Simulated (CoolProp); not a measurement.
Vapour-liquid equilibrium of ethylene (1) + propylene (2) at 0.0124 MPa; x and y are mole fractions of (1).

Model: multi-fluid Helmholtz-energy mixture model, Smukala 2000 and Lemmon 2013; pair parameters Bell 2016, in CoolProp.

### Question
Give the bubble temperature and the first vapour's composition at x = 0.05, 0.575, 0.95. Is there an azeotrope?

### Answer
x = 0.05: -97.8 °C, y = 0.630; x = 0.575: -127.0 °C, y = 0.990; x = 0.95: -132.1 °C, y = 0.999. No azeotrope shows between x = 0.05 and 0.95.

The pair parameters rest on a limited set of measurements; away from them the model extrapolates.
